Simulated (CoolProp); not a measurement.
The numbers come from the reference Helmholtz-energy equation of state, Span 2000 in CoolProp.

Task: For nitrogen, give the phase and the Prandtl number at 434.5 K and 0.0443 MPa.

Result: 
- 434.5 K and 0.0443 MPa: gas; Prandtl number 0.706

Viscosity comes from a separate model (Lemmon 2004). Thermal conductivity comes from a separate model (Lemmon 2004).
